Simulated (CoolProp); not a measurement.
Properties of nitrous oxide along the isobar 1.01 bar (Tc = 309.5 K, pc = 72.45 bar, ω = 0.161).

Computed with CoolProp (reference Helmholtz-energy equation of state, Lemmon 2006). It is a short technical equation, of lower accuracy than the large ones.

| T (K) | phase | cv (kJ/(kg K)) | Joule-Thomson coefficient (K/MPa) |
|---|---|---|---|
| 309.5 | gas | 0.7009 | 9.989 |
| 328.5 | gas | 0.7190 | 8.721 |
| 347.6 | gas | … | 7.679 |
| 366.6 | gas | 0.7531 | 6.818 |
| 385.7 | gas | 0.7691 | … |
| 404.7 | gas | 0.7845 | 5.472 |
| 423.8 | gas | 0.7994 | … |
| 442.8 | gas | 0.8136 | … |
| 461.9 | gas | 0.8274 | … |
| 480.9 | gas | … | … |
| 500 | gas | 0.8535 | 3.406 |

Task: Some entries are withheld; supply them.

Result: 
- 347.6, cv (kJ/(kg K)): 0.7365
- 385.7, Joule-Thomson coefficient (K/MPa): 6.089
- 423.8, Joule-Thomson coefficient (K/MPa): 4.939
- 442.8, Joule-Thomson coefficient (K/MPa): 4.479
- 461.9, Joule-Thomson coefficient (K/MPa): 4.074
- 480.9, cv (kJ/(kg K)): 0.8406
- 480.9, Joule-Thomson coefficient (K/MPa): 3.721
